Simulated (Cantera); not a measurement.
Feed: 1 mol HCl, 0.086 mol H2O, 0.04 mol O2, equilibrated at 70.0 Pa.

Method: chemical equilibrium by Gibbs-energy minimisation in Cantera with the NASA 1993 tables (ideal gas, pure condensed phases). The numbers say what is thermodynamically allowed, not how fast it happens. All values below are at 1898 K.

```csv
species,before,after
H2O,0.131,0.843
HCl,0.702,0.0807
H2,0.0116,0.0329
Cl,0.146,0.00993
O2,0.00301,0.0154
OH,0.00295,0.0112
Cl2,6.19e-5,2.88e-7
O,0.000609,0.00138
H,0.00318,0.00536
```
Gas species are given as mole fractions.

Q: What was changed between the two runs?
A. pressure from 70.0 Pa to 1.60 bar
B. H2O from 0.086 to 9.7 mol
C. O2 from 0.04 to 0.21 mol
D. O2 from 0.04 to 0.091 mol

A: B, H2O from 0.086 to 9.7 mol
